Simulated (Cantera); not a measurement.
Charge: 1 mol SiCl₄, 1.5 mol Cl₂, 0.68 mol H₂, equilibrated at 1375 K and 0.100 bar.

These are equilibrium values from Cantera (NASA tables, ideal gas, pure condensed phases), not measurements of a reactor. Candidate condensed phases: Si; 19 gas species. Equilibrium is a limit: real reactors are often held back by kinetics, nucleation or transport.

Task: What is the equilibrium state?

Result: x(HCl): 0.420
x(SiCl₄): 0.309
x(Cl₂): 0.235
x(Cl): 0.0358
x(SiCl₃): 8.86e-6
gas amount: 3.238 mol
log10 activity of Si(s) (absent): -16.60
